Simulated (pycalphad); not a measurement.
An equivalent pycalphad script:

```python
from pycalphad import Database, equilibrium, calculate, variables as v
import numpy as np
db = Database('COST507.tdb')
comps = ['TI', 'HF', 'B', 'VA']
phases = ['B2M', 'B2TI', 'B4M3', 'B4TI3', 'BCC_A2', 'BETA_RHOMBO_B', 'BM', 'BTI', 'HCP_A3', 'LIQUID']
eq = equilibrium(db, comps, phases, {v.X('HF'): 0.0101, v.X('B'): 0.088, v.T: np.arange(2850, 499, -75), v.P: 101325, v.N: 1}, output=['HM', 'SM'])
```

CALPHAD calculation (pycalphad, COST 507 light-alloy database (1999)), 1 atm. These are 1990s assessments: newer ones move some temperatures and phases. Phase fractions are per mole of atoms. Diffusion is slow at the low end, where real alloys seldom reach equilibrium.

Results at three of the temperatures:

```
T = 1275.00 K, P = 101325 Pa, N = 1 mol of atoms
G = -75759 J/mol, H = 17681 J/mol, S = 73.29 J/(mol K)  (SER reference)
chemical potentials (J/mol): Ti -64496, Hf -129516, B -185027
phase             fraction      x(Ti)      x(Hf)       x(B)
BCC_A2              0.8263     0.9865     0.0121     0.0014
BM                  0.1737     0.4992    0.00075     0.5000
```

```
T = 675.00 K, P = 101325 Pa, N = 1 mol of atoms
G = -38528 J/mol, H = -4356 J/mol, S = 50.62 J/(mol K)  (SER reference)
chemical potentials (J/mol): Ti -25485, Hf -52441, B -170610
phase             fraction      x(Ti)      x(Hf)       x(B)
HCP_A3              0.8245     0.9875     0.0122    0.00028
BM                  0.1755     0.4997   0.000347     0.5000
```

```
T = 525.00 K, P = 101325 Pa, N = 1 mol of atoms
G = -31451 J/mol, H = -8608 J/mol, S = 43.51 J/(mol K)  (SER reference)
chemical potentials (J/mol): Ti -18025, Hf -36065, B -168520
phase             fraction      x(Ti)      x(Hf)       x(B)
HCP_A3              0.8241     0.9877     0.0122   8.26e-05
BM                  0.1759     0.4998   0.000184     0.5000
```

Changes of the phase set, refined by bisection:

| T (°C) | phases above | phases below |
|---|---|---|
| 1582.5 | liquid | BM + liquid |
| 1541.1 | BM + liquid | bcc + BM + liquid |
| 1541.0 | bcc + BM + liquid | bcc + BM |
| 874.2 | bcc + BM | bcc + BM + hcp |
| 871.4 | bcc + BM + hcp | BM + hcp |

Database names, with the compositions (at.%) that they take in these runs: BM: Ti 50 B 50. BCC_A2 is bcc; HCP_A3 is hcp.
